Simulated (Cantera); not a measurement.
A Cantera script and its output.

```python
import numpy as np
import cantera as ct

gas = ct.Solution("h2o2.yaml")
gas.TPX = 1700, 500000, {'H2': 1, 'O2': 0.746, 'N2': 2.81}
reactor = ct.IdealGasConstPressureReactor(gas, energy="on", clone=False)
net = ct.ReactorNet([reactor])
net.rtol, net.atol = 1e-08, 1e-16
show = ['H2', 'O2', 'H', 'HO2', 'H2O2']
times = np.geomspace(1e-06, 0.1, 15)

steps = ct.SolutionArray(gas, extra=["t"])
rows = []
print(f"{'t/s':>10s}{'T/K':>9s}{'P/Pa':>11s}" + "".join(f"{s:>11s}" for s in show))
for t in times:
    while net.time < t:
        t_next = net.step()
        steps.append(gas.state, t=t_next)
    rows.append([np.interp(t, steps.t, y) for y in (steps.T, steps.P, *steps(*show).X.T)])
    print(f"{t:10.3e}{rows[-1][0]:9.1f}{rows[-1][1]:11.4g}" + "".join(f"{x:11.3e}" for x in rows[-1][2:]))
rate = np.gradient(steps.T, steps.t)
print("integrator steps:", len(steps.t))
if steps.T.max() > steps.T[0] + 200:
    print(f"time of steepest temperature rise: {steps.t[rate.argmax()]:.4e} s")
gas.TPX = 1700, 500000, {'H2': 1, 'O2': 0.746, 'N2': 2.81}
gas.equilibrate("HP")
print(f"equilibrium (HP): T = {gas.T:.1f} K  " + "  ".join(f"{s} {gas[s].X[0]:.3e}" for s in show))
```

Result:

```
       t/s      T/K       P/Pa         H2         O2          H        HO2       H2O2
 1.000e-06   1702.7      5e+05  2.151e-01  1.617e-01  2.242e-03  1.019e-04  1.634e-06
 2.276e-06   2217.9      5e+05  3.365e-02  6.126e-02  4.697e-02  6.409e-05  1.539e-06
 5.179e-06   2650.7      5e+05  2.347e-02  5.687e-02  1.801e-02  2.726e-05  9.693e-07
 1.179e-05   2870.3      5e+05  1.466e-02  5.558e-02  7.403e-03  2.672e-05  1.424e-06
 2.683e-05   2905.7      5e+05  1.299e-02  5.545e-02  6.026e-03  2.831e-05  1.653e-06
 6.105e-05   2906.0      5e+05  1.297e-02  5.545e-02  6.015e-03  2.832e-05  1.655e-06
 1.389e-04   2906.0      5e+05  1.297e-02  5.545e-02  6.015e-03  2.832e-05  1.655e-06
 3.162e-04   2906.0      5e+05  1.297e-02  5.545e-02  6.015e-03  2.832e-05  1.655e-06
 7.197e-04   2906.0      5e+05  1.297e-02  5.545e-02  6.015e-03  2.832e-05  1.655e-06
 1.638e-03   2906.0      5e+05  1.297e-02  5.545e-02  6.015e-03  2.832e-05  1.655e-06
 3.728e-03   2906.0      5e+05  1.297e-02  5.545e-02  6.015e-03  2.832e-05  1.655e-06
 8.483e-03   2906.0      5e+05  1.297e-02  5.545e-02  6.015e-03  2.832e-05  1.655e-06
 1.931e-02   2906.0      5e+05  1.297e-02  5.545e-02  6.015e-03  2.832e-05  1.655e-06
 4.394e-02   2906.0      5e+05  1.297e-02  5.545e-02  6.015e-03  2.832e-05  1.655e-06
 1.000e-01   2906.0      5e+05  1.297e-02  5.545e-02  6.015e-03  2.832e-05  1.655e-06
integrator steps: 1027
time of steepest temperature rise: 1.5674e-06 s
equilibrium (HP): T = 2906.0 K  H2 1.297e-02  O2 5.545e-02  H 6.015e-03  HO2 2.832e-05  H2O2 1.655e-06
```

Detailed kinetics in Cantera: the H2/O2 subset of GRI-Mech 3.0, which has no nitrogen chemistry. The hydrogen kinetics of GRI-Mech 3.0 are dated; newer H2 mechanisms differ, most at raised pressure.
